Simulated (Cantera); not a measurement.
Input: 1 mol Si2H6, 20 mol N2O, 8.2 mol H2, equilibrated at 1225 °C and 11.0 Pa.

Equilibrium computed with Cantera from the NASA thermochemical tables; the gas is ideal and each condensed phase is pure. The feed counts by its element totals alone. The tables hold silica as quartz up to 1696 K and as liquid above; real silica turns to tridymite and cristobalite and melts near 1996 K. Equilibrium is a limit: real reactors are often held back by kinetics, nucleation or transport.

| species | before | after |
|---|---|---|
| H2 | 0.000220 | 0.755 |
| N2 | 0.595 | 0.122 |
| SiO | 9.76e-9 | 0.122 |
| H2O | 0.332 | 3.09e-7 |
| O2 | 0.0709 | <1e-9 |
| OH | 0.00104 | <1e-9 |
| NO | 0.000612 | <1e-9 |
| O | 0.000100 | <1e-9 |
| Si | <1e-9 | 1.94e-5 |
| H | 2.43e-5 | 0.00143 |
| SiO2(β-quartz), mol | 2.00 | 0 |
| Si2N2O(s), mol | 0 | 0.0997 |
Gas species are given as mole fractions.

Task: Which change was made?
A) N2O from 20 to 1.9 mol
B) H2 from 8.2 to 0.47 mol
C) temperature from 1225 °C to 1527 °C
D) pressure from 11.0 Pa to 8400 Pa

Result: A, N2O from 20 to 1.9 mol
